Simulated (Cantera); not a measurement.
A perfectly stirred reactor is fed with H2 : O2 = 0.28 : 1 (molar parts), equivalence ratio 0.14, at 20.0 Torr; it is held at 1300 K, and followed from long to short residence time.

Model: the H2/O2 subset of GRI-Mech 3.0, which has no nitrogen chemistry, integrated in Cantera. Radical loss at walls, strong at low pressure, is not modelled. The temperature is held fixed by assumption; the heat of reaction is taken as removed at once.

One state of this run: x H2 = 0.000631; x O2 = 0.751; x O = 0.00266; x HO2 = 6.46e-6; x H2O = 0.243; x H = 0.000397. x: mole fraction; the columns are a selection and need not sum to one.

Q: Which value of τ (s) does it belong to?
A. 0.46
B. 3.7
C. 0.12
D. 0.23

A: A, 0.46
